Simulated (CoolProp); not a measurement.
Properties of R245fa at several states.

Model: reference Helmholtz-energy equation of state, Akasaka 2015, in CoolProp.

| T (°C) | p (bar) | phase | isothermal compressibility (1/MPa) | expansivity (1/kK) |
|---|---|---|---|---|
| 20.65 | 16.5 | liquid | 0.002148 | 1.947 |
| 23.05 | 0.285 | gas | 35.46 | 3.514 |
| 93.35 | 4.27 | gas | 2.542 | 3.614 |
| 113.45 | 8.58 | gas | 1.360 | 4.251 |
| 101.85 | 5.79 | gas | 1.923 | 3.817 |
